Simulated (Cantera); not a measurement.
A perfectly stirred reactor is fed with 0.921 % H2, 99.1 % O2, at 1330 Pa; it is held at 1375 K, and followed from long to short residence time.

Model: the H2/O2 subset of GRI-Mech 3.0, which has no nitrogen chemistry, integrated in Cantera. Radical loss at walls, strong at low pressure, is not modelled.

Q: Predict: x(H2) at τ = 0.860 s; x(O2) at τ = 0.860 s; x(H) at τ = 0.860 s; x(HO2) at τ = 0.860 s; x(OH) at τ = 0.860 s; x(H2) at τ = 63.0 ms; x(O2) at τ = 63.0 ms; x(H) at τ = 63.0 ms; x(HO2) at τ = 63.0 ms; x(OH) at τ = 63.0 ms.

A: 
| Property | Value |
|---|---|
| x(H2) at τ = 0.860 s | 2.89e-5 |
| x(O2) at τ = 0.860 s | 0.987 |
| x(H) at τ = 0.860 s | 7.28e-5 |
| x(HO2) at τ = 0.860 s | 2.70e-7 |
| x(OH) at τ = 0.860 s | 0.000780 |
| x(H2) at τ = 63.0 ms | 0.000136 |
| x(O2) at τ = 63.0 ms | 0.983 |
| x(H) at τ = 63.0 ms | 0.000227 |
| x(HO2) at τ = 63.0 ms | 4.17e-7 |
| x(OH) at τ = 63.0 ms | 0.00118 |
